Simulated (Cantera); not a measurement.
A perfectly stirred reactor is fed with H₂ : O₂ : N₂ : H₂O = 1 : 0.385 : 1.45 : 0.4 (molar parts), equivalence ratio 1.3, at 100000 Pa; it is adiabatic with a 375 K inlet, and is followed from long to short residence time, starting on the burning branch (τ in s: 0.077, 0.029, 0.011, 0.004, 0.0015, 0.00057, 0.00021, 7.9e-05, 3e-05, 1.1e-05, 4.2e-06).

Detailed kinetics in Cantera: the H2/O2 subset of GRI-Mech 3.0, which has no nitrogen chemistry.

### Question
What does this change do: H2 1 to 1.5 parts?

### Answer
```csv
quantity,before,after
"blow-out, bracketed by the residence times tried","burning at 30.0 µs, out at 11.0 µs","burning at 30.0 µs, out at 11.0 µs"
x(H₂) at τ = 77.0 ms,0.0803,0.216
x(O₂) at τ = 77.0 ms,0.000121,4.28e-5
x(H₂O) at τ = 77.0 ms,0.408,0.348
x(H) at τ = 77.0 ms,0.00256,0.00314
x(OH) at τ = 77.0 ms,0.00153,0.000415
x(H₂) at τ = 0.570 ms,0.0823,0.203
x(O₂) at τ = 0.570 ms,0.00413,0.000992
x(H₂O) at τ = 0.570 ms,0.384,0.338
x(H) at τ = 0.570 ms,0.0212,0.0288
x(OH) at τ = 0.570 ms,0.00788,0.00265
```

### Question
What does this change do: pressure from 100000 Pa to 490000 Pa?

### Answer
| quantity | before | after |
|---|---|---|
| blow-out, bracketed by the residence times tried | burning at 30.0 µs, out at 11.0 µs | burning at 4.20 µs, the shortest tried |
| x(H₂) at τ = 77.0 ms | 0.0803 | 0.0806 |
| x(O₂) at τ = 77.0 ms | 0.000121 | 3.61e-5 |
| x(H₂O) at τ = 77.0 ms | 0.408 | 0.410 |
| x(H) at τ = 77.0 ms | 0.00256 | 0.000677 |
| x(OH) at τ = 77.0 ms | 0.00153 | 0.000418 |
| x(H₂) at τ = 0.570 ms | 0.0823 | 0.0811 |
| x(O₂) at τ = 0.570 ms | 0.00413 | 0.000895 |
| x(H₂O) at τ = 0.570 ms | 0.384 | 0.404 |
| x(H) at τ = 0.570 ms | 0.0212 | 0.00510 |
| x(OH) at τ = 0.570 ms | 0.00788 | 0.00284 |
The hydrogen kinetics of GRI-Mech 3.0 are dated; newer H2 mechanisms differ, most at raised pressure.
